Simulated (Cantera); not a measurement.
Standard-state values (1 bar) from the NASA 1993 polynomials, evaluated with Cantera. Values are per mole of reaction as written; species without (g) are pure solids or liquids, kept so even where they would boil at 1 bar.

6 HI(g) + 2 N(g) → 3 I2 + 2 NH3(g), with ΔH° = -1195.4 kJ and ΔS° = -812.1 J/K at 300 K.

### Question
How far is the shortcut ΔG° ≈ ΔH°(300 K) − T·ΔS°(300 K) from the full temperature-dependent value at 350, 375, 400, 425, 450, 475, 500, 525, 550, 575, 600 K?

### Answer
```csv
T (K),shortcut (kJ),full (kJ),difference (kJ),difference in log10 K,condensed phases
350,-911.1,-911.2,0.1,-0.01,I2(s)
375,-890.8,-891.0,0.2,-0.03,I2(s)
400,-870.5,-872.5,2.0,-0.26,I2(l)
425,-850.2,-855.6,5.4,-0.66,I2(l)
450,-829.9,-838.8,8.9,-1.03,I2(l)
475,-809.6,-822.2,12.6,-1.38,I2(l)
500,-789.3,-805.7,16.4,-1.71,I2(l)
525,-769.0,-789.3,20.3,-2.02,I2(l)
550,-748.7,-773.1,24.4,-2.31,I2(l)
575,-728.4,-756.9,28.5,-2.59,I2(l)
600,-708.1,-740.9,32.8,-2.86,I2(l)
```
The shortcut ignores heat capacities and the phase changes listed.
